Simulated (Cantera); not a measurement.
What does this Cantera script print?

```python
import numpy as np
import cantera as ct

gas_names = [...]  # 113 gases of nasa_gas.yaml made of C, H, O, Pb
cond_names = """
    C(gr) C6H6(L) C7H8(L) C8H18(L),n-octa H2O(s) H2O(L) Pb(cr) Pb(L) PbO(rd) PbO(yw) PbO(L) PbO2(s)
    Pb3O4(s)
""".split()


# ... load() reads the species with a 1 bar reference pressure and builds the phases ...
atoms = {
    'Pb': {'Pb': 1},
    'CO': {'C': 1, 'O': 1},
    'H2': {'H': 2},
}
top_T = {'C(gr)': 4500, 'Pb3O4(s)': 820}  # K; cautious upper limits of use, not melting points


# ... equilibrate(T, P, feed) seeds the gas with the atoms and calls Mixture.equilibrate('TP', solver="vcs", rtol=1e-11, max_steps=5000) ...
results = []
feed = {'Pb': 1, 'CO': 0.76, 'H2': 38}  # mol
T = 773  # K
P = 1000  # Pa
mix = equilibrate(T, P, feed)
results.append((T, P, feed, dict(zip(mix.species_names, mix.species_moles))))
x = sorted(zip(gas.X, gas.species_names), reverse=True)
print(f"T = {T:g} K  P = {P:g} Pa  gas = {mix.phase_moles(0):.4g} mol")
print("   x: " + "  ".join(f"{s} {v:.3e}" for v, s in x if v > 0.001))
print("   condensed (mol): " + ("  ".join(f"{mix.phase(i).name} {mix.phase_moles(i):.4g}"
      for i in range(1, mix.n_phases) if mix.phase_moles(i) > 1e-12) or "none"))
```

It prints:

```
T = 773 K  P = 1000 Pa  gas = 38.02 mol
   x: H2 9.707e-01  CO 9.772e-03  CH4 9.740e-03  H2O 9.263e-03
   condensed (mol): Pb(L) 0.9999
```

Equilibrium computed with Cantera from the NASA thermochemical tables; the gas is ideal and each condensed phase is pure.
